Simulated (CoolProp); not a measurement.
Vapour-liquid equilibrium of ethanol (1) + n-decane (2) at 146.35 °C; x and y are mole fractions of (1).

The numbers come from the multi-fluid Helmholtz-energy mixture model, Schroeder 2014 and Lemmon 2006; pair parameters Bell 2016 in CoolProp.

```
x      bubble pressure, mixture model (bar)  bubble pressure, Raoult's law (bar)  y, mixture model  y, Raoult's law
-----  ------------------------------------  -----------------------------------  ----------------  ---------------
0.05                                  2.077                               0.8959             0.767            0.499
0.125                                 3.757                                1.531             0.869            0.730
0.2                                   4.825                                2.167             0.898            0.826
0.275                                 5.503                                2.803             0.911            0.878
0.35                                  5.945                                3.438             0.919            0.911
0.425                                 6.257                                4.074             0.924            0.933
0.5                                   6.509                                4.710             0.929            0.950
0.575                                 6.750                                5.345             0.934            0.962
0.65                                  7.011                                5.981             0.939            0.972
0.725                                 7.313                                6.616             0.947            0.980
0.8                                   7.671                                7.252             0.956            0.987
0.875                                 8.095                                7.888             0.969            0.993
0.95                                  8.585                                8.523             0.986            0.997
```

The largest gap from Raoult's law is +145.4 % in bubble pressure, at x = 0.125. No azeotrope shows between x = 0.05 and 0.95.

The pair parameters rest on a limited set of measurements; away from them the model extrapolates. With so large a gap from Raoult's law the liquid may split in two, which this calculation doesn't test in full.
